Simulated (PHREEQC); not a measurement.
Solution (25 °C and 500 atm): 1.9 mmol/kgw CuSO4, 0.079 mmol/kgw ZnCl2 and 4.7 mmol/kgw H2SO4. Closed to the air; pH follows from the charge balance.

The numbers come from PHREEQC with the ion-association model, phreeqc.dat.

Precipitation was switched off in this run.

Q: Order these S species by the share of S that they hold, largest first: ZnSO4, SO4-2, CuSO4, HSO4-.

A: SO4-2 (74 %), HSO4- (21 %), CuSO4 (5.4 %), ZnSO4 (0.22 %)

The pH is 2.14 and the ionic strength 0.0177 mol/kgw. Complexes and solids missing from the database can't appear. Under pressure, the constants of complexes without a molar volume in the database are unreliable.
